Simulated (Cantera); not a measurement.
An isothermal, constant-pressure homogeneous reactor starts with 38.5 % C3H8, 61.5 % H2, at 1375 K and 0.0128 atm.

Cantera simulation using GRI-Mech 3.0 (53 species, 325 reactions); the numbers are that mechanism's predictions, not measurements. GRI-Mech 3.0 was tuned for natural gas; its chemistry of propane as a main component is partial and can be far from experiment. GRI-Mech 3.0 stops at C3 and has no aromatics, soot or wall deposition, so with more carbon than oxygen in the feed, carbon stays in small species such as C2H2 where larger ones or solid carbon would form. Radical loss at walls, strong at low pressure, is not modelled.

x: mole fraction; the columns are a selection and need not sum to one.

| t (s) | x C3H8 | x H2 | x CH4 | x C2H4 | x H | x C2H6 | x C2H |
|---|---|---|---|---|---|---|---|
| 5.00e-5 | 0.383 | 0.615 | 0.000128 | 0.000402 | 2.39e-5 | 2.93e-5 | <1e-12 |
| 0.000138 | 0.379 | 0.613 | 0.00116 | 0.00283 | 5.84e-5 | 0.000175 | <1e-12 |
| 0.000382 | 0.357 | 0.605 | (withheld) | (withheld) | (withheld) | (withheld) | 2.75e-12 |
| 0.00106 | 0.273 | 0.573 | 0.0557 | 0.0754 | 0.000247 | 0.00625 | 1.78e-10 |
| 0.00292 | (withheld) | 0.516 | (withheld) | (withheld) | (withheld) | (withheld) | (withheld) |
| 0.00809 | 0.0117 | 0.487 | 0.223 | 0.238 | 0.000265 | 0.00818 | 1.26e-8 |
| 0.0224 | 0.000462 | 0.499 | 0.227 | 0.213 | 9.15e-5 | 0.00222 | 8.47e-9 |
| 0.0618 | 8.11e-6 | 0.512 | 0.222 | 0.186 | 3.38e-5 | 0.000552 | 4.27e-9 |
| 0.171 | 6.45e-8 | 0.524 | 0.216 | 0.157 | 1.53e-5 | 0.000108 | 2.42e-9 |
| 0.473 | 1.59e-8 | 0.538 | 0.210 | 0.123 | 8.80e-6 | 2.75e-5 | 1.71e-9 |
| 1.31 | 8.68e-9 | 0.559 | 0.200 | 0.0725 | 8.62e-6 | 1.84e-5 | 2.10e-9 |
| 3.62 | 3.29e-9 | 0.582 | 0.189 | 0.0176 | 1.02e-5 | 1.57e-5 | 2.97e-9 |
| 10.0 | 1.60e-9 | 0.591 | 0.183 | 0.00242 | 1.10e-5 | 1.49e-5 | 3.35e-9 |

Problem. Some entries are withheld; supply them.

Solution. 
- 0.000382, x CH4: 0.00991
- 0.000382, x C2H4: 0.0166
- 0.000382, x H: 0.000135
- 0.000382, x C2H6: 0.00104
- 0.00292, x C3H8: 0.112
- 0.00292, x CH4: 0.153
- 0.00292, x C2H4: 0.187
- 0.00292, x H: 0.000313
- 0.00292, x C2H6: 0.0142
- 0.00292, x C2H: 2.95e-9
